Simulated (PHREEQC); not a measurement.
Solution (20 °C): 10 mmol/kgw TMAH, 0.96 mmol/kgw H4SiO4 and 0.39 mmol/kgw Na2CO3. Closed to the air; pH follows from the charge balance.

Model: ion-association model, wateq4f.dat, run in PHREEQC.

Each row changes one thing in this solution. Precipitation was switched off in this run.

```json
[
 {"case": "as made", "pH": "12.07", "ionic strength (mol/kgw)": "0.0112", "H3SiO4- (mol/kgw)": "0.000885", "H2SiO4-2 (mol/kgw)": "6.94e-5", "HCO3- (mol/kgw)": "5.60e-6", "H4SiO4 (mol/kgw)": "5.42e-6", "SI of Quartz (SiO2)": "-1.21"},
 {"case": "diluted 10-fold with water", "pH": "11.11", "ionic strength (mol/kgw)": "0.00111", "H3SiO4- (mol/kgw)": "9.00e-5", "H2SiO4-2 (mol/kgw)": "6.33e-7", "HCO3- (mol/kgw)": "5.49e-6", "H4SiO4 (mol/kgw)": "5.42e-6", "SI of Quartz (SiO2)": "-1.21"},
 {"case": "TMAH replaced by (CH3)4NF at the same molality", "pH": "9.52", "ionic strength (mol/kgw)": "0.0108", "H3SiO4- (mol/kgw)": "0.000302", "H2SiO4-2 (mol/kgw)": "6.64e-8", "HCO3- (mol/kgw)": "0.000327", "H4SiO4 (mol/kgw)": "0.000658", "SI of Quartz (SiO2)": "+0.87"},
 {"case": "H4SiO4 from 0.00096 to 0.000192 mol/kgw", "pH": "12.11", "ionic strength (mol/kgw)": "0.0112", "H3SiO4- (mol/kgw)": "0.000176", "H2SiO4-2 (mol/kgw)": "1.50e-5", "HCO3- (mol/kgw)": "5.14e-6", "H4SiO4 (mol/kgw)": "9.88e-7", "SI of Quartz (SiO2)": "-1.95"},
 {"case": "H4SiO4 from 0.00096 to 9.6e-05 mol/kgw", "pH": "12.12", "ionic strength (mol/kgw)": "0.0112", "H3SiO4- (mol/kgw)": "8.79e-5", "H2SiO4-2 (mol/kgw)": "7.60e-6", "HCO3- (mol/kgw)": "5.08e-6", "H4SiO4 (mol/kgw)": "4.89e-7", "SI of Quartz (SiO2)": "-2.25"}
]
```

Species that the database lacks are ignored. Some of these states are supersaturated (in Quartz (slow to form), Chalcedony (slow to form), for instance). (CH3)4N+ isn't in the database: it is added as a free cation with an ion size of 4 Å. SiF6-2 is the database's only silicon fluoride.
